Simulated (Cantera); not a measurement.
Cantera run:

```python
import numpy as np
import cantera as ct

gas_names = """
    H HO2 H2 H2O H2O2 O OH O2 O3 Ti TiO TiO2
""".split()
cond_names = """
    H2O(s) H2O(L) Ti(a) Ti(b) Ti(L) TiO(a) TiO(b) TiO(L) TiO2(ru) TiO2(L) Ti2O3(a) Ti2O3(b) Ti2O3(L)
    Ti3O5(a) Ti3O5(b) Ti3O5(L) Ti4O7(s) Ti4O7(L)
""".split()


# ... load() reads the species with a 1 bar reference pressure and builds the phases ...
atoms = {
    'Ti': {'Ti': 1},
    'H2O': {'H': 2, 'O': 1},
}
top_T = {}  # K; cautious upper limits of use, not melting points


# ... equilibrate(T, P, feed) seeds the gas with the atoms and calls Mixture.equilibrate('TP', solver="vcs", rtol=1e-11, max_steps=5000) ...
results = []
feed = {'Ti': 1, 'H2O': 3}  # mol
P = 30000  # Pa
for T in [1073, 1223, 1373, 1523, 1673, 1823, 1973, 2123]:
    mix = equilibrate(T, P, feed)
    results.append((T, P, feed, dict(zip(mix.species_names, mix.species_moles))))
    x = sorted(zip(gas.X, gas.species_names), reverse=True)
    print(f"T = {T:g} K  P = {P:g} Pa  gas = {mix.phase_moles(0):.4g} mol")
    print("   x: " + "  ".join(f"{s} {v:.3e}" for v, s in x if v > 0.0001))
    print("   condensed (mol): " + ("  ".join(f"{mix.phase(i).name} {mix.phase_moles(i):.4g}"
          for i in range(1, mix.n_phases) if mix.phase_moles(i) > 1e-12) or "none"))
```

It prints:

```
T = 1073 K  P = 30000 Pa  gas = 3 mol
   x: H2 6.667e-01  H2O 3.333e-01
   condensed (mol): TiO2(ru) 1
T = 1223 K  P = 30000 Pa  gas = 3 mol
   x: H2 6.667e-01  H2O 3.333e-01
   condensed (mol): TiO2(ru) 1
T = 1373 K  P = 30000 Pa  gas = 3 mol
   x: H2 6.667e-01  H2O 3.333e-01
   condensed (mol): TiO2(ru) 1
T = 1523 K  P = 30000 Pa  gas = 3 mol
   x: H2 6.666e-01  H2O 3.333e-01
   condensed (mol): TiO2(ru) 1
T = 1673 K  P = 30000 Pa  gas = 3 mol
   x: H2 6.665e-01  H2O 3.333e-01  H 1.697e-04
   condensed (mol): TiO2(ru) 1
T = 1823 K  P = 30000 Pa  gas = 3.001 mol
   x: H2 6.661e-01  H2O 3.332e-01  H 6.456e-04
   condensed (mol): TiO2(ru) 1
T = 1973 K  P = 30000 Pa  gas = 3.003 mol
   x: H2 6.650e-01  H2O 3.329e-01  H 2.009e-03
   condensed (mol): TiO2(ru) 1
T = 2123 K  P = 30000 Pa  gas = 3.008 mol
   x: H2 5.795e-01  H2O 4.151e-01  H 4.986e-03  OH 4.417e-04
   condensed (mol): Ti4O7(L) 0.25
```

Method: chemical equilibrium by Gibbs-energy minimisation in Cantera with the NASA 1993 tables (ideal gas, pure condensed phases). Condensed phases not in the tables: Magnéli phases beyond Ti4O7. Gases not in the tables: TiO(OH)2.
